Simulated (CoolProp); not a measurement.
Vapour-liquid equilibrium of isohexane (1) + benzene (2) at 1.05 bar; x and y are mole fractions of (1).

Computed with CoolProp (multi-fluid Helmholtz-energy mixture model, Lemmon 2006 and Thol 2012; pair parameters Bell 2016).

```json
[
 {"x": "0.05", "bubble temperature (°C)": "78.1", "y at the bubble point": "0.134", "dew temperature at overall composition x (°C)": "80.1", "liquid density (mol/L)": "10.20"},
 {"x": "0.15", "bubble temperature (°C)": "73.6", "y at the bubble point": "0.314", "dew temperature at overall composition x (°C)": "77.7", "liquid density (mol/L)": "9.795"},
 {"x": "0.25", "bubble temperature (°C)": "(withheld)", "y at the bubble point": "0.433", "dew temperature at overall composition x (°C)": "75.2", "liquid density (mol/L)": "9.406"},
 {"x": "0.35", "bubble temperature (°C)": "(withheld)", "y at the bubble point": "0.523", "dew temperature at overall composition x (°C)": "72.7", "liquid density (mol/L)": "9.037"},
 {"x": "0.45", "bubble temperature (°C)": "66.8", "y at the bubble point": "0.599", "dew temperature at overall composition x (°C)": "70.2", "liquid density (mol/L)": "8.689"},
 {"x": "0.55", "bubble temperature (°C)": "65.5", "y at the bubble point": "0.669", "dew temperature at overall composition x (°C)": "67.9", "liquid density (mol/L)": "(withheld)"},
 {"x": "0.65", "bubble temperature (°C)": "64.3", "y at the bubble point": "0.739", "dew temperature at overall composition x (°C)": "65.8", "liquid density (mol/L)": "8.057"},
 {"x": "0.75", "bubble temperature (°C)": "63.3", "y at the bubble point": "0.809", "dew temperature at overall composition x (°C)": "64.1", "liquid density (mol/L)": "7.770"},
 {"x": "0.85", "bubble temperature (°C)": "62.4", "y at the bubble point": "0.883", "dew temperature at overall composition x (°C)": "62.8", "liquid density (mol/L)": "7.500"},
 {"x": "0.95", "bubble temperature (°C)": "61.7", "y at the bubble point": "0.960", "dew temperature at overall composition x (°C)": "61.8", "liquid density (mol/L)": "7.246"}
]
```

Question: Complete the blanks.

Answer: 
- 0.25, bubble temperature (°C): 70.6
- 0.35, bubble temperature (°C): 68.5
- 0.55, liquid density (mol/L): 8.363

No azeotrope shows between x = 0.05 and 0.95.

The pair parameters rest on a limited set of measurements; away from them the model extrapolates.
